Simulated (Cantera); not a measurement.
Input: 1 mol CuF₂, 6.1 mol O₂, 6.4 mol H₂, equilibrated at 133 Pa.

Equilibrium computed with Cantera from the NASA thermochemical tables; the gas is ideal and each condensed phase is pure. Candidate condensed phases: Cu, CuF₂, CuO, Cu(OH)₂, Cu₂O, H₂O; 27 gas species. Rates play no part.

### Question
What share of the Cu ends up in condensed phases as a function of T (°C), at 775, 825, 875, 925, 975, 1025, 1075, 1125, 1175, 1225, 1275, 1325, 1375, 1425?

### Answer
```tsv
T (°C)	Cu condensed (%)	as
775	100.0	Cu₂O(s)
825	100.0	Cu₂O(s)
875	100.0	Cu₂O(s)
925	99.9	Cu₂O(s)
975	99.8	Cu₂O(s)
1025	99.5	Cu₂O(s)
1075	98.8	Cu₂O(s)
1125	97.5	Cu₂O(s)
1175	94.8	Cu₂O(s)
1225	88.8	Cu₂O(s)
1275	76.8	Cu₂O(l)
1325	51.9	Cu₂O(l)
1375	10.4	Cu(l)
1425	0.0	-
```
